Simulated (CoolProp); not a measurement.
Vapour-liquid equilibrium of n-octane (1) + m-xylene (2) at 445 K; x and y are mole fractions of (1).

Model: multi-fluid Helmholtz-energy mixture model, Beckmüller 2019 and Zhou 2012; pair parameters Bell 2016, in CoolProp.

| x | bubble pressure, mixture model (MPa) | bubble pressure, Raoult's law (MPa) | y, mixture model | y, Raoult's law |
|---|---|---|---|---|
| 0.05 | 0.2321 | 0.2310 | 0.070 | 0.068 |
| 0.15 | 0.2426 | 0.2397 | 0.199 | 0.196 |
| 0.25 | 0.2525 | 0.2483 | 0.316 | 0.315 |
| 0.35 | 0.2618 | 0.2570 | 0.424 | 0.427 |
| 0.45 | 0.2707 | 0.2656 | 0.524 | 0.531 |
| 0.55 | 0.2792 | 0.2743 | 0.618 | 0.628 |
| 0.65 | 0.2873 | 0.2829 | 0.707 | 0.720 |
| 0.75 | 0.2951 | 0.2916 | 0.794 | 0.806 |
| 0.85 | 0.3025 | 0.3002 | 0.877 | 0.887 |
| 0.95 | 0.3097 | 0.3089 | 0.959 | 0.963 |

The largest gap from Raoult's law is +1.9 % in bubble pressure, at x = 0.45. No azeotrope shows between x = 0.05 and 0.95.

The pair parameters rest on a limited set of measurements; away from them the model extrapolates.
